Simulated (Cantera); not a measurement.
A closed system holds: 1 mol CuO, 7.2 mol CO, held at 2273 K and 0.133 bar.

Method: chemical equilibrium by Gibbs-energy minimisation in Cantera with the NASA 1993 tables (ideal gas, pure condensed phases). Candidate condensed phases: C, Cu, CuO, Cu₂O; 15 gas species. Rates play no part.

Base state: CO 0.756, CO₂ 0.122, Cu 0.121, Cu₂ 0.000454, O 5.01e-5, O₂ 1.87e-5, CuO 1.62e-5 (mole fractions); condensed: gas only.

Task: What changes in the equilibrium state with this change: temperature from 2273 K to 1848.15 K?

Result: 
```json
[
 {"species": "CO", "before": "0.756", "after": "0.855"},
 {"species": "CO₂", "before": "0.122", "after": "0.138"},
 {"species": "Cu", "before": "0.121", "after": "0.00698"},
 {"species": "O₂", "before": "1.87e-5", "after": "2.18e-8"},
 {"species": "O", "before": "5.01e-5", "after": "7.67e-8"},
 {"species": "CuO", "before": "1.62e-5", "after": "4.71e-8"},
 {"species": "Cu₂", "before": "0.000454", "after": "1.64e-5"},
 {"species": "Cu(l), mol", "before": "0", "after": "0.949"}
]
```
